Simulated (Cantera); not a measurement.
Feed: 1 mol Si3N4, 0.0032 mol O2, 200 mol H2, held at 0.100 bar.

Cantera equilibrium calculation (NASA polynomials, part measured and part estimated; ideal gas, pure solids and liquids). Candidate condensed phases: H2O, Si, SiO2, Si2N2O, Si3N4; 35 gas species. Mutual solubility and eutectic melting of coexisting phases are not modelled. Gases not in the tables: Si2H6 and higher silanes. Kinetics and transport are ignored.

x: gas mole fraction; n: condensed amount in mol.

| T (K) | x H2 | x N2 | x H | x Si | x SiH | n Si2N2O(s) | n Si3N4(s) | n Si(s) | n Si(l) |
|---|---|---|---|---|---|---|---|---|---|
| 1225 | 1.000 | 1.06e-5 | 9.86e-7 | ? | 2.08e-11 | 0.00640 | 0.996 | 0 | 0 |
| 1300 | 1.000 | 1.07e-5 | 3.50e-6 | ? | 6.81e-10 | 0.00640 | 0.996 | 0 | 0 |
| 1375 | 1.000 | 3.22e-5 | 1.08e-5 | ? | 7.31e-9 | 0.00634 | 0.994 | 0.00637 | 0 |
| 1450 | 1.000 | 0.000171 | 2.99e-5 | ? | 3.86e-8 | 0.00591 | 0.980 | 0.0477 | 0 |
| 1525 | 0.999 | 0.000769 | 7.48e-5 | ? | 1.73e-7 | 0.00325 | 0.921 | 0.226 | 0 |
| 1600 | 0.997 | 0.00299 | 0.000172 | ? | 6.71e-7 | 0 | 0.700 | 0.892 | 0 |
| 1675 | 0.990 | 0.00990 | 0.000365 | ? | 2.29e-6 | 0 | 0 | 2.99 | 0 |
| 1750 | 0.989 | 0.00990 | 0.000732 | ? | 6.25e-6 | 0 | 0 | 0 | 2.98 |
| 1825 | 0.989 | 0.00989 | 0.00138 | ? | 1.52e-5 | 0 | 0 | 0 | 2.97 |
| 1900 | 0.987 | 0.00989 | 0.00249 | ? | 3.44e-5 | 0 | 0 | 0 | 2.95 |
| 1975 | 0.985 | 0.00987 | 0.00430 | ? | 7.30e-5 | 0 | 0 | 0 | 2.89 |
| 2050 | 0.982 | 0.00985 | 0.00711 | ? | 0.000147 | 0 | 0 | 0 | 2.77 |

Fill in the missing entries.


- 1225, x Si: 5.13e-12
- 1300, x Si: 2.60e-10
- 1375, x Si: 4.11e-9
- 1450, x Si: 3.08e-8
- 1525, x Si: 1.89e-7
- 1600, x Si: 9.75e-7
- 1675, x Si: 4.34e-6
- 1750, x Si: 1.50e-5
- 1825, x Si: 4.55e-5
- 1900, x Si: 0.000126
- 1975, x Si: 0.000323
- 2050, x Si: 0.000773
